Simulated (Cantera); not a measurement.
An isothermal, constant-pressure homogeneous reactor starts with H2 : O2 = 0.018 : 1 (molar parts), equivalence ratio 0.0090, at 1025 K and 0.0267 bar.

Computed with Cantera and GRI-Mech 3.0 (53 species, 325 reactions). Radical loss at walls, strong at low pressure, is not modelled.

x: mole fraction; the columns are a selection and need not sum to one.

```tsv
t (s)	x H2	x O2	x H2O	x H	x H2O2
0.000200	0.0177	0.982	5.47e-11	6.46e-11	<1e-12
0.000552	0.0177	0.982	7.52e-10	2.55e-10	<1e-12
0.00153	0.0177	0.982	3.18e-8	6.51e-9	<1e-12
0.00421	0.0174	0.982	0.000203	4.09e-5	?
0.0116	0.000202	0.975	0.0168	0.000841	?
0.0321	3.54e-5	0.980	0.0176	0.000111	?
0.0887	6.40e-6	0.982	0.0178	9.20e-6	?
0.245	9.34e-7	0.982	0.0178	5.87e-7	?
0.676	1.38e-7	0.982	0.0178	4.00e-8	?
1.87	2.42e-8	0.982	0.0178	3.54e-9	?
5.16	5.31e-9	0.982	0.0178	4.20e-10	?
14.2	1.40e-9	0.982	0.0178	6.27e-11	5.78e-10
39.3	4.21e-10	0.982	0.0178	1.09e-11	1.98e-10
109	1.37e-10	0.982	0.0178	2.09e-12	6.98e-11
300	4.93e-11	0.982	0.0178	<1e-12	2.63e-11
```

Q: Fill in the missing entries.

A: 
- 0.00421, x H2O2: 2.43e-9
- 0.0116, x H2O2: 9.96e-8
- 0.0321, x H2O2: 6.55e-8
- 0.0887, x H2O2: 5.21e-8
- 0.245, x H2O2: 3.22e-8
- 0.676, x H2O2: 1.45e-8
- 1.87, x H2O2: 5.20e-9
- 5.16, x H2O2: 1.73e-9
